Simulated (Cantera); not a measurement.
Input (Python, Cantera):

```python
import numpy as np
import cantera as ct

gas = ct.Solution("h2o2.yaml")
gas.TPX = 1273, 1700, {'H2': 0.028, 'O2': 1, 'N2': 2.2}
reactor = ct.IdealGasConstPressureReactor(gas, energy="off", clone=False)
net = ct.ReactorNet([reactor])
net.rtol, net.atol = 1e-08, 1e-18
show = ['H2', 'O2', 'H2O', 'H', 'HO2']
times = np.geomspace(7e-05, 100, 13)

steps = ct.SolutionArray(gas, extra=["t"])
rows = []
print(f"{'t/s':>10s}{'T/K':>9s}{'P/Pa':>11s}" + "".join(f"{s:>11s}" for s in show))
for t in times:
    while net.time < t:
        t_next = net.step()
        steps.append(gas.state, t=t_next)
    rows.append([np.interp(t, steps.t, y) for y in (steps.T, steps.P, *steps(*show).X.T)])
    print(f"{t:10.3e}{rows[-1][0]:9.1f}{rows[-1][1]:11.4g}" + "".join(f"{x:11.3e}" for x in rows[-1][2:]))
rate = np.gradient(steps.T, steps.t)
print("integrator steps:", len(steps.t))
if steps.T.max() > steps.T[0] + 200:
    print(f"time of steepest temperature rise: {steps.t[rate.argmax()]:.4e} s")
gas.TPX = 1273, 1700, {'H2': 0.028, 'O2': 1, 'N2': 2.2}
gas.equilibrate("TP")
print(f"equilibrium (TP): T = {gas.T:.1f} K  " + "  ".join(f"{s} {gas[s].X[0]:.3e}" for s in show))
```

It prints:

```
       t/s      T/K       P/Pa         H2         O2        H2O          H        HO2
 7.000e-05   1273.0       1700  8.674e-03  3.098e-01  2.536e-11  5.579e-10  8.095e-10
 2.280e-04   1273.0       1700  8.674e-03  3.098e-01  5.919e-10  1.248e-09  2.639e-09
 7.429e-04   1273.0       1700  8.674e-03  3.098e-01  1.271e-08  5.017e-09  8.615e-09
 2.420e-03   1273.0       1700  8.673e-03  3.098e-01  1.063e-06  2.221e-07  3.046e-08
 7.884e-03   1273.0       1700  1.009e-03  3.033e-01  6.400e-03  1.117e-03  8.443e-07
 2.568e-02   1273.0       1700  8.270e-05  3.025e-01  7.875e-03  6.767e-04  6.052e-07
 8.367e-02   1273.0       1700  6.359e-05  3.035e-01  8.064e-03  4.467e-04  5.463e-07
 2.726e-01   1273.0       1700  3.122e-05  3.052e-01  8.358e-03  1.489e-04  4.004e-07
 8.879e-01   1273.0       1700  7.543e-06  3.064e-01  8.576e-03  1.736e-05  1.874e-07
 2.893e+00   1273.0       1700  1.112e-06  3.067e-01  8.665e-03  9.806e-07  5.105e-08
 9.423e+00   1273.0       1700  1.606e-07  3.068e-01  8.695e-03  5.410e-08  1.099e-08
 3.070e+01   1273.0       1700  2.958e-08  3.068e-01  8.704e-03  4.302e-09  3.914e-09
 1.000e+02   1273.0       1700  8.670e-09  3.068e-01  8.708e-03  6.867e-10  3.801e-09
integrator steps: 1685
equilibrium (TP): T = 1273.0 K  H2 6.458e-09  O2 3.068e-01  H2O 8.708e-03  H 4.425e-10  HO2 4.083e-09
```

Cantera simulation using the H2/O2 subset of GRI-Mech 3.0, which has no nitrogen chemistry; the numbers are that mechanism's predictions, not measurements. Radical loss at walls, strong at low pressure, is not modelled.
